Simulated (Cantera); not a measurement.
Chemical vapour transport: MgO + HCl

Feed: 1 mol MgO, 0.1 mol HCl, held at 1052 °C and 0.250 bar.

These are equilibrium values from Cantera (NASA tables, ideal gas, pure condensed phases), not measurements of a reactor. Candidate condensed phases: H2O, Mg, MgCl2, MgO, Mg(OH)2; 22 gas species. Kinetics and transport are ignored.

The x(HCl) is 0.933 and the x(MgCl2) is 0.0333. The x(H2O) is 0.0333 and the x(Cl) is 0.000209. The x(H2) is 0.000150 and the x(Cl2) comes out as 4.57e-5. The n(MgO(s)) is 0.997 mol. The gas amount comes out as 0.1000 mol and the log10 activity of Mg(l) (absent) is -13.43.
